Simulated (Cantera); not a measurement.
Charge: 1 mol Fe, 0.8 mol CO₂, 4.8 mol H₂, at 1 atm.

Cantera equilibrium calculation (NASA polynomials, part measured and part estimated; ideal gas, pure solids and liquids). Candidate condensed phases: C, C₆H₆, C₇H₈, C₈H₁₈, Fe, Fe(CO)₅, FeO, Fe(OH)₂, Fe(OH)₃, Fe₂O₃, Fe₃O₄, H₂O; 114 gas species. The tables' stoichiometric FeO is somewhat more stable than real wüstite, so its field is too wide. FeO: taken at fixed stoichiometry. Rates play no part.

**Question.** Which condensed phases are stable at each of these points (T (K)): 923, 948, 973, 998, 1023, 1048, 1073?

**Answer.** 
```tsv
T (K)	condensed phases	Fe condensed (%)
923	Fe(α) + FeO(s)	100.0
948	Fe(α) + FeO(s)	100.0
973	Fe(α) + FeO(s)	100.0
998	Fe(α) + FeO(s)	100.0
1023	Fe(α)	100.0
1048	Fe(α)	100.0
1073	Fe(α)	100.0
```

From 923 K to 998 K the condensed part is Fe(α) + FeO(s). From 1023 K to 1073 K the condensed part is Fe(α).
